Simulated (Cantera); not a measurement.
Charge: 1 mol B, 1.2 mol H2O, 1.5 mol N2, equilibrated at 55.0 Pa.

These are equilibrium values from Cantera (NASA tables, ideal gas, pure condensed phases), not measurements of a reactor. Candidate condensed phases: B, BN, B2O3, B3O3H3, H2O; 39 gas species. N2 is the only nitrogen source here; it is nearly inert below about 1500 K, so the nitride shown seldom forms there in practice. Mutual solubility and eutectic melting of coexisting phases are not modelled. The numbers say what is thermodynamically allowed, not how fast it happens.

x: gas mole fraction; n: condensed amount in mol.

| T (K) | x N2 | x H2 | x H | x BO | x B2O3 | x HBO | x B2O2 | x HBO2 | n BN(s) | n B2O3(l) |
|---|---|---|---|---|---|---|---|---|---|---|
| 1125 | 0.538 | 0.461 | 1.29e-6 | 1.08e-9 | 1.21e-6 | 7.49e-6 | 3.56e-9 | 0.000190 | 0.201 | 0.399 |
| 1225 | 0.538 | 0.461 | 9.02e-6 | 7.69e-8 | 3.72e-5 | 9.45e-5 | 3.62e-7 | 0.000826 | 0.201 | 0.398 |
| 1325 | 0.537 | 0.458 | 4.72e-5 | 2.85e-6 | 0.000666 | 0.000803 | 1.79e-5 | 0.00282 | 0.202 | 0.392 |
| 1425 | 0.530 | 0.448 | (withheld) | (withheld) | (withheld) | (withheld) | (withheld) | (withheld) | 0.202 | (withheld) |
| 1525 | 0.488 | 0.394 | 0.000633 | 0.000930 | 0.0652 | 0.0230 | 0.00937 | 0.0180 | 0.177 | 0.136 |
| 1625 | 0.466 | 0.351 | 0.00178 | 0.00553 | 0.0758 | 0.0495 | 0.0382 | 0.0118 | 0.0752 | 0 |
| 1725 | 0.464 | 0.332 | 0.00456 | 0.0173 | 0.0538 | 0.0649 | 0.0557 | 0.00798 | 0 | 0 |
| 1825 | 0.458 | 0.324 | 0.0107 | 0.0367 | 0.0513 | 0.0641 | 0.0461 | 0.00957 | 0 | 0 |
| 1925 | 0.448 | 0.312 | 0.0228 | 0.0664 | 0.0477 | 0.0583 | 0.0334 | 0.0117 | 0 | 0 |
| 2025 | 0.434 | 0.294 | (withheld) | (withheld) | (withheld) | (withheld) | (withheld) | (withheld) | 0 | 0 |
| 2125 | 0.418 | 0.267 | 0.0800 | 0.134 | 0.0355 | 0.0345 | 0.0102 | 0.0182 | 0 | 0 |
| 2225 | 0.400 | 0.230 | 0.132 | 0.157 | 0.0273 | 0.0229 | 0.00459 | 0.0213 | 0 | 0 |
| 2325 | 0.380 | 0.182 | 0.200 | 0.171 | 0.0188 | 0.0142 | 0.00198 | 0.0217 | 0 | 0 |

Problem. What belongs in the gaps?

Solution. 
- 2025, x H: 0.0445
- 2025, x BO: 0.102
- 2025, x B2O3: 0.0425
- 2025, x HBO: 0.0475
- 2025, x B2O2: 0.0202
- 2025, x HBO2: 0.0146
- 1425, x H: 0.000195
- 1425, x BO: 6.30e-5
- 1425, x B2O3: 0.00781
- 1425, x HBO: 0.00497
- 1425, x B2O2: 0.000508
- 1425, x HBO2: 0.00793
- 1425, n B2O3(l): 0.360
